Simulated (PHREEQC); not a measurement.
Consider water at 25 °C with 4.9 mol/kgw HCl, 0.39 mol/kgw FeCl2 and 0.00045 mol/kgw H4SiO4. Closed to the air; pH follows from the charge balance.

All values are PHREEQC results (Pitzer model, pitzer.dat), not measurements.

Precipitation was switched off in this run.

Task: Estimate the pH, activity of water.

Result: pH -1.80; activity of water 0.703.

Species that the database lacks are ignored. In brines, pH and single-ion activities rest on the MacInnes convention.
